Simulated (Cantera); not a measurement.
## Equilibrium for silicon epitaxy and polysilicon growth: Si₂Cl₆ + HCl + H₂

Feed: 1 mol Si₂Cl₆, 0.73 mol HCl, a varied amount of H₂, equilibrated at 13.3 mbar.

Cantera equilibrium calculation (NASA polynomials, part measured and part estimated; ideal gas, pure solids and liquids). Candidate condensed phases: Si; 19 gas species. The feed counts by its element totals alone. The tables' values for SiCl₃ are old estimates. Equilibrium is a limit: real reactors are often held back by kinetics, nucleation or transport.

Question: Map the stable condensed phases over T = 577, 677, 777, 877, 977, 1077, 1177, 1277, 1377, 1477 °C and n(H₂) in mol = 4.6, 7.9, 14, 24, 41, 70, 120.

Answer: 
```
T in °C \ n(H₂) in mol
         4.6 7.9  14  24  41  70 120
   1477    A   A   B   B   B   B   B
   1377    A   A   A   B   B   B   B
   1277    A   A   B   B   B   B   B
   1177    A   A   B   B   B   B   B
   1077    A   A   B   B   B   B   B
    977    B   B   B   B   B   B   B
    877    B   B   B   B   B   B   B
    777    B   B   B   B   B   B   B
    677    B   B   B   B   B   B   B
    577    B   B   B   B   B   B   B
```
A: gas only; B: Si.
